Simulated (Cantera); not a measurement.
An adiabatic, constant-volume homogeneous reactor starts with CH₄ : O₂ : N₂ : H₂O = 1 : 1.33 : 14.7 : 1.1 (molar parts), equivalence ratio 1.5, at 1523 K and 500000 Pa. Integrator tolerance rtol = 1e-08.

Cantera simulation using GRI-Mech 3.0 (53 species, 325 reactions); the numbers are that mechanism's predictions, not measurements.

Problem. What does this change do: initial temperature 1523 to 1075 K?

Solution. 
```
quantity                                                              before                                      after
---------------------------------  -----------------------------------------  -----------------------------------------
time of steepest temperature rise                                   0.996 ms                                    0.180 s
temperature at 1.00 s                                                 2332 K                                     1928 K
equilibrium temperature                                               2332 K                                     1928 K
x(CH₄) at 1.00 s                   5.97e-12 (gas-phase equilibrium 6.77e-12)  1.01e-10 (gas-phase equilibrium 1.13e-10)
x(O₂) at 1.00 s                      8.84e-6 (gas-phase equilibrium 8.84e-6)    2.79e-8 (gas-phase equilibrium 2.79e-8)
x(H₂O) at 1.00 s                         0.126 (gas-phase equilibrium 0.126)        0.125 (gas-phase equilibrium 0.125)
x(HO₂) at 1.00 s                     8.83e-9 (gas-phase equilibrium 8.83e-9)  2.84e-11 (gas-phase equilibrium 2.84e-11)
x(NO₂) at 1.00 s                     2.13e-9 (gas-phase equilibrium 2.13e-9)  5.83e-12 (gas-phase equilibrium 4.93e-12)
```

Problem. What does this change do: initial temperature 1523 to 1550 K?

Solution. 
```csv
quantity,before,after
time of steepest temperature rise,0.996 ms,0.743 ms
temperature at 1.00 s,2332 K,2356 K
equilibrium temperature,2332 K,2356 K
x(CH₄) at 1.00 s,5.97e-12 (gas-phase equilibrium 6.77e-12),5.23e-12 (gas-phase equilibrium 5.93e-12)
x(O₂) at 1.00 s,8.84e-6 (gas-phase equilibrium 8.84e-6),1.17e-5 (gas-phase equilibrium 1.17e-5)
x(H₂O) at 1.00 s,0.126 (gas-phase equilibrium 0.126),0.126 (gas-phase equilibrium 0.126)
x(HO₂) at 1.00 s,8.83e-9 (gas-phase equilibrium 8.83e-9),1.17e-8 (gas-phase equilibrium 1.17e-8)
x(NO₂) at 1.00 s,2.13e-9 (gas-phase equilibrium 2.13e-9),2.86e-9 (gas-phase equilibrium 2.86e-9)
```
